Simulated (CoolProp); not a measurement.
Model: reference Helmholtz-energy equation of state, Guder 2009, in CoolProp.

**Question.** For sulfur hexafluoride, give the phase and the Z, cp (kJ/(kg K)), expansivity (1/kK), Prandtl number at 417.9 K and 3.88 MPa; 439 K and 3.88 MPa; 502.3 K and 3.88 MPa.

**Answer.** 
- 417.9 K and 3.88 MPa: supercritical; Z 0.865, cp 0.896, expansivity 4.05, Prandtl number 0.814
- 439 K and 3.88 MPa: supercritical; Z 0.892, cp 0.899, expansivity 3.53, Prandtl number 0.792
- 502.3 K and 3.88 MPa: supercritical; Z 0.943, cp 0.920, expansivity 2.62, Prandtl number 0.749

Viscosity comes from a separate model (Quiñones-Cisneros 2012). Thermal conductivity comes from a separate model (Assael 2012).
